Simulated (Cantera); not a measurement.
Charge: 1 mol H₂O, 4.6 mol H₂, equilibrated at 3230 Torr.

Method: chemical equilibrium by Gibbs-energy minimisation in Cantera with the NASA 1993 tables (ideal gas, pure condensed phases). Candidate condensed phases: H₂O; 9 gas species. The numbers say what is thermodynamically allowed, not how fast it happens. All values below are at 2148 K.

Base state: H₂ 0.820, H₂O 0.178, H 0.00182, OH 5.10e-5 (mole fractions); condensed: gas only.

Task: What changes in the equilibrium state with this change: H₂O replaced by CS₂?

Result: 
```tsv
species	before	after
H₂	0.820	0.746
H₂S	0	0.0972
CS₂	0	0.0965
H₂O	0.178	0
S₂	0	0.0240
CS	0	0.0192
SH	0	0.0130
C₂H₂ (acetylene)	0	0.00143
CH₄	0	0.000705
S	0	0.000586
OH	5.10e-5	0
CH₃	0	3.17e-5
C(graphite), mol	0	0.357
```
Further candidate phases: C, C₆H₆, C₇H₈, C₈H₁₈, S.
